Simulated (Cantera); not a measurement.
An isothermal, constant-pressure homogeneous reactor starts with CO : O2 : H2O : N2 = 0.008 : 0.066 : 0.041 : 1 (molar parts), at 1275 K and 5030 Torr.

Model: GRI-Mech 3.0 (53 species, 325 reactions), integrated in Cantera.

One state of this run: x CO = 0.00581; x O2 = 0.0585; x H2O = 0.0367; x H2 = 2.67e-5; x HO2 = 1.93e-5; x CO2 = 0.00137; x O = 8.62e-6. x: mole fraction; the columns are a selection and need not sum to one.

Q: Which value of t (s) does it belong to?
A) 0.00548
B) 0.0135
C) 0.000904
D) 0.000367

A: C, 0.000904
